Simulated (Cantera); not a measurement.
An adiabatic, constant-volume homogeneous reactor starts with 16.3 % CH₄, 0.653 % C₂H₆, 17.5 % O₂, 65.6 % N₂, equivalence ratio 2.0, at 1625 K and 1.01 bar.

Detailed kinetics in Cantera: GRI-Mech 3.0 (53 species, 325 reactions).

One state of this run: T (K) = 2819; P (bar) = 2.10; x CH₄ = 1.72e-11; x C₂H₆ = <1e-12; x O₂ = 0.000170; x CH₂CO = <1e-12; x C₂H = <1e-12. x: mole fraction; the columns are a selection and need not sum to one.

### Question
Which value of t (s) does it belong to?
A. 1.09e-5
B. 0.700
C. 4.00e-6
D. 2.99e-5

### Answer
B, 0.700
